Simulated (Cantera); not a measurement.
Premixed flame

A freely propagating, adiabatic, planar premixed flame of 14.6 % CH4, 22.5 % O2, 62.9 % N2, equivalence ratio 1.3, unburnt at 400 K and 40000 Pa; mixture-averaged transport, grid criteria slope 0.08 and curve 0.16, no radiation.

Detailed kinetics in Cantera: GRI-Mech 3.0 (53 species, 325 reactions). Burning velocities carry a grid error of a few per cent, more on coarse grids.

```
z (mm)  T (K)  u (m/s)     x CH4     x O2    x HCO     x CH3      x NO     x H2O
------  -----  -------  --------  -------  -------  --------  --------  --------
-2.14     400    0.949     0.146    0.225    <1e-8     <1e-8     <1e-8   9.23e-6
-1.43     401    0.955     0.145    0.224    <1e-8   1.12e-7     <1e-8  0.000134
-1.07     408    0.977     0.144    0.222    <1e-8   8.27e-7   1.94e-8  0.000925
-0.713    485     1.18     0.137    0.216    <1e-8   1.33e-5   3.20e-7   0.00921
-0.357   1025     2.56    0.0949    0.169  1.70e-6  0.000999   4.82e-6    0.0666
-0.178   1501     3.82    0.0516    0.116  3.38e-5   0.00515   1.14e-5     0.120
0        1909     4.94    0.0144   0.0584  9.67e-5   0.00598   2.30e-5     0.171
0.178    2106     5.47   0.00188   0.0239  5.45e-5   0.00177   4.08e-5     0.197
0.357    2161     5.61  0.000158   0.0103  9.92e-6  0.000227   5.81e-5     0.206
0.713    2183     5.64   9.74e-7  0.00414  1.88e-7   1.87e-6   7.62e-5     0.207
1.43     2201     5.67     <1e-8  0.00307  8.20e-8     <1e-8   8.56e-5     0.206
2.85     2224     5.72     <1e-8  0.00260  7.29e-8     <1e-8   9.21e-5     0.208
5.71     2257     5.79     <1e-8  0.00200  6.09e-8     <1e-8  0.000102     0.211
```
x: mole fraction of selected species; z is measured from the peak of heat release.

```
Property                     Result
------------------------  ---------
laminar burning velocity  94.8 cm/s
thermal thickness          0.713 mm
peak x(HCO)                 9.74e-5
peak x(CH3)                 0.00679
grid points                     162
```
